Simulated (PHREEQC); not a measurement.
Consider water at 25 °C with 0.29 mol/kgw LiBr, 0.29 mol/kgw MnCl2 and 0.15 mol/kgw KBr. Closed to the air; pH follows from the charge balance.

Equilibrium calculation in PHREEQC: ion-association model, phreeqc.dat.

**Question.** The ionic strength comes out as 1.14 mol/kgw. What activity coefficients do Cl-, Mn+2, Li+, MnCl3-, K+ get?

**Answer.** Cl- 0.60, Mn+2 0.20, Li+ 0.67, MnCl3- 0.63, K+ 0.59.

Precipitation was switched off in this run. The ionic strength is past about 0.7 mol/kgw, beyond the range of this activity model, so the values are rough.
